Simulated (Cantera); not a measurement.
Input: 1 mol HMDSO, 0.13 mol O₃, at 2000 K and 8.50 mbar.

Method: chemical equilibrium by Gibbs-energy minimisation in Cantera with the NASA 1993 tables (ideal gas, pure condensed phases). Candidate condensed phases: C, C₆H₆, C₇H₈, C₈H₁₈, H₂O, Si, SiC, SiO₂; 123 gas species. The feed counts by its element totals alone. Rates play no part.

Base state: H₂ 0.850, CO 0.131, H 0.0163, SiO 0.00122, C₂H₂ (acetylene) 0.000653, Si 0.000281, SiH 1.62e-5, SiC₂ 1.16e-5 (mole fractions); condensed: C(graphite) + SiC(s).

Question: What changes in the equilibrium state with this change: temperature from 2000 K to 925 K?

Answer: 
```json
[
 {"species": "H₂", "before": "0.850", "after": "0.998"},
 {"species": "CH₄", "before": "2.61e-6", "after": "0.00192"},
 {"species": "CO", "before": "0.131", "after": "7.54e-7"},
 {"species": "H", "before": "0.0163", "after": "2.82e-9"},
 {"species": "SiO", "before": "0.00122", "after": "<1e-9"},
 {"species": "C₂H₂ (acetylene)", "before": "0.000653", "after": "<1e-9"},
 {"species": "Si", "before": "0.000281", "after": "<1e-9"},
 {"species": "SiH", "before": "1.62e-5", "after": "<1e-9"},
 {"species": "SiC₂", "before": "1.16e-5", "after": "<1e-9"},
 {"species": "C(graphite), mol", "before": "2.63", "after": "4.68"},
 {"species": "SiC(s), mol", "before": "1.98", "after": "1.30"},
 {"species": "SiO₂(β-quartz), mol", "before": "0", "after": "0.695"}
]
```

Question: What changes in the equilibrium state with this change: pressure from 8.50 mbar to 0.100 bar?

Answer: 
```csv
species,before,after
H₂,0.850,0.861
CO,0.131,0.132
H,0.0163,0.00477
SiO,0.00122,0.00123
CH₄,2.61e-6,3.15e-5
SiC₂,1.16e-5,9.88e-7
"C(graphite), mol",2.63,2.62
"SiC(s), mol",1.98,1.99
```
